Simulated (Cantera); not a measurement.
A perfectly stirred reactor is fed with CH₄ : CO : O₂ : N₂ = 1 : 0.043 : 2.41 : 12.5 (molar parts), equivalence ratio 0.84, at 1.00 bar; it is adiabatic with a 700 K inlet, and is followed from long to short residence time, starting on the burning branch (τ in s: 0.42, 0.19, 0.09, 0.042, 0.019, 0.0089, 0.0041, 0.0019, 0.00089, 0.00041, 0.00019, 8.8e-05).

Computed with Cantera and GRI-Mech 3.0 (53 species, 325 reactions).

Q: What does this change do: inlet temperature 700 to 625 K?

A: 
```csv
quantity,before,after
"blow-out, bracketed by the residence times tried","burning at 88.0 µs, the shortest tried","burning at 0.190 ms, out at 88.0 µs"
x(CH₄) at τ = 0.420 s,1.42e-6,1.87e-6
x(CO) at τ = 0.420 s,0.00109,0.000800
x(O₂) at τ = 0.420 s,0.0242,0.0243
x(CH₂CO) at τ = 0.420 s,6.67e-11,8.86e-11
x(O) at τ = 0.420 s,0.000193,0.000144
x(CH₄) at τ = 4.10 ms,4.12e-5,4.77e-5
x(CO) at τ = 4.10 ms,0.00710,0.00663
x(O₂) at τ = 4.10 ms,0.0277,0.0276
x(CH₂CO) at τ = 4.10 ms,1.09e-8,1.36e-8
x(O) at τ = 4.10 ms,0.00143,0.00132
```

Q: What does this change do: O2 2.41 to 1.9 parts?

A: 
```json
[
 {"quantity": "blow-out, bracketed by the residence times tried", "before": "burning at 88.0 µs, the shortest tried", "after": "burning at 0.190 ms, out at 88.0 µs"},
 {"quantity": "x(CH₄) at τ = 0.420 s", "before": "1.42e-6", "after": "3.68e-6"},
 {"quantity": "x(CO) at τ = 0.420 s", "before": "0.00109", "after": "0.0115"},
 {"quantity": "x(O₂) at τ = 0.420 s", "before": "0.0242", "after": "0.000472"},
 {"quantity": "x(CH₂CO) at τ = 0.420 s", "before": "6.67e-11", "after": "3.31e-9"},
 {"quantity": "x(O) at τ = 0.420 s", "before": "0.000193", "after": "4.35e-5"},
 {"quantity": "x(CH₄) at τ = 4.10 ms", "before": "4.12e-5", "after": "5.42e-5"},
 {"quantity": "x(CO) at τ = 4.10 ms", "before": "0.00710", "after": "0.0172"},
 {"quantity": "x(O₂) at τ = 4.10 ms", "before": "0.0277", "after": "0.00502"},
 {"quantity": "x(CH₂CO) at τ = 4.10 ms", "before": "1.09e-8", "after": "3.28e-8"},
 {"quantity": "x(O) at τ = 4.10 ms", "before": "0.00143", "after": "0.000750"}
]
```
